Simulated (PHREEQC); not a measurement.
Model water analysis in mmol/kgw, 20 °C, pH 6.13, pe 1.9:

```
constituent           mmol/kgw
--------------------  --------
Na                      0.0664
K                       0.0871
Ca                       0.289
Mg                      0.0936
Cl                      0.0929
S(6)                     0.237
Alkalinity (meq/kgw)     0.322
B                      0.00149
Si                      0.0243
Sr                      0.0011
```

Na is adjusted to close the charge balance.
Valence states are taken as typed.

Computed with PHREEQC (ion-association model, phreeqc.dat).

Each row changes one thing in this solution. Precipitation was switched off in this run.

```json
[
 {"case": "as made", "CO2 (mol/kgw)": "0.000551", "CaSO4 (mol/kgw)": "7.76e-6", "MgSO4 (mol/kgw)": "3.01e-6", "CaHCO3+ (mol/kgw)": "8.94e-7", "MgHCO3+ (mol/kgw)": "2.82e-7", "KSO4- (mol/kgw)": "1.07e-7", "SI of Quartz (SiO2)": "-0.56"},
 {"case": "pH from 6.13 to 7.13 at the same alkalinity", "CO2 (mol/kgw)": "5.48e-5", "CaSO4 (mol/kgw)": "7.76e-6", "MgSO4 (mol/kgw)": "3.01e-6", "CaHCO3+ (mol/kgw)": "8.90e-7", "MgHCO3+ (mol/kgw)": "2.81e-7", "KSO4- (mol/kgw)": "1.07e-7", "SI of Quartz (SiO2)": "-0.56"},
 {"case": "B from 0.00149 to 0.00298 mmol/kgw", "CO2 (mol/kgw)": "0.000551", "CaSO4 (mol/kgw)": "7.76e-6", "MgSO4 (mol/kgw)": "3.01e-6", "CaHCO3+ (mol/kgw)": "8.94e-7", "MgHCO3+ (mol/kgw)": "2.82e-7", "KSO4- (mol/kgw)": "1.07e-7", "SI of Quartz (SiO2)": "-0.56"},
 {"case": "Si from 0.0243 to 0.0729 mmol/kgw", "CO2 (mol/kgw)": "0.000551", "CaSO4 (mol/kgw)": "7.76e-6", "MgSO4 (mol/kgw)": "3.01e-6", "CaHCO3+ (mol/kgw)": "8.94e-7", "MgHCO3+ (mol/kgw)": "2.82e-7", "KSO4- (mol/kgw)": "1.07e-7", "SI of Quartz (SiO2)": "-0.08"}
]
```

Complexes and solids missing from the database can't appear.
